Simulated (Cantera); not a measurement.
A freely propagating, adiabatic, planar premixed flame of CH3OH : O2 : N2 = 1 : 1.15 : 4.34 (molar parts), unburnt at 523 K and 4.00 bar; mixture-averaged transport, grid criteria slope 0.08 and curve 0.16, no radiation.

Detailed kinetics in Cantera: GRI-Mech 3.0 (53 species, 325 reactions). GRI-Mech 3.0 was tuned for natural gas; its chemistry of methanol as a main component is partial and can be far from experiment. Burning velocities carry a grid error of a few per cent, more on coarse grids.

How do the results move with these cheaper or finer settings: unity-Lewis-number transport; multicomponent transport; multicomponent+Soret transport; grid criteria slope 0.5, curve 1; grid criteria slope 0.25, curve 0.5; grid criteria slope 0.03, curve 0.06?


```json
[
 {"setting": "as above", "laminar burning velocity": "93.3 cm/s", "thermal thickness": "0.0741 mm", "peak x(C2H4)": "3.22e-6", "peak x(CH2)": "1.26e-5", "grid points": "141"},
 {"setting": "unity-Lewis-number transport", "laminar burning velocity": "63.2 cm/s", "thermal thickness": "0.100 mm", "peak x(C2H4)": "3.33e-6", "peak x(CH2)": "1.42e-5", "grid points": "147"},
 {"setting": "multicomponent transport", "laminar burning velocity": "93.4 cm/s", "thermal thickness": "0.0752 mm", "peak x(C2H4)": "3.24e-6", "peak x(CH2)": "1.27e-5", "grid points": "141"},
 {"setting": "multicomponent+Soret transport", "laminar burning velocity": "91.4 cm/s", "thermal thickness": "0.0759 mm", "peak x(C2H4)": "3.10e-6", "peak x(CH2)": "1.24e-5", "grid points": "141"},
 {"setting": "grid criteria slope 0.5, curve 1", "laminar burning velocity": "107 cm/s", "thermal thickness": "0.0811 mm", "peak x(C2H4)": "3.44e-6", "peak x(CH2)": "1.35e-5", "grid points": "36"},
 {"setting": "grid criteria slope 0.25, curve 0.5", "laminar burning velocity": "98.5 cm/s", "thermal thickness": "0.0767 mm", "peak x(C2H4)": "3.29e-6", "peak x(CH2)": "1.29e-5", "grid points": "60"},
 {"setting": "grid criteria slope 0.03, curve 0.06", "laminar burning velocity": "90.9 cm/s", "thermal thickness": "0.0737 mm", "peak x(C2H4)": "3.17e-6", "peak x(CH2)": "1.25e-5", "grid points": "308"}
]
```
The base run took around 29 core-seconds (rough).
Unity Lewis numbers drop preferential diffusion, which matters most where H2 and H carry the flame; Soret adds thermal diffusion.
